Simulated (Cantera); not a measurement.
A perfectly stirred reactor is fed with NO : N2 = 1 : 0.94 (molar parts), at 75.0 Torr; it is held at 1925 K, and followed from long to short residence time.

Cantera simulation using GRI-Mech 3.0 (53 species, 325 reactions); the numbers are that mechanism's predictions, not measurements.

### Question
Predict: x(NO) at τ = 9.90 s; x(O2) at τ = 9.90 s; x(N2O) at τ = 9.90 s; x(NO2) at τ = 9.90 s; x(O) at τ = 9.90 s; x(NO) at τ = 53.0 ms; x(O2) at τ = 53.0 ms; x(N2O) at τ = 53.0 ms; x(NO2) at τ = 53.0 ms; x(O) at τ = 53.0 ms.

### Answer
```
Property                  Value
---------------------  --------
x(NO) at τ = 9.90 s       0.241
x(O2) at τ = 9.90 s       0.137
x(N2O) at τ = 9.90 s    2.04e-5
x(NO2) at τ = 9.90 s   0.000120
x(O) at τ = 9.90 s     0.000444
x(NO) at τ = 53.0 ms      0.513
x(O2) at τ = 53.0 ms    0.00109
x(N2O) at τ = 53.0 ms   9.80e-5
x(NO2) at τ = 53.0 ms   5.24e-5
x(O) at τ = 53.0 ms    0.000118
```
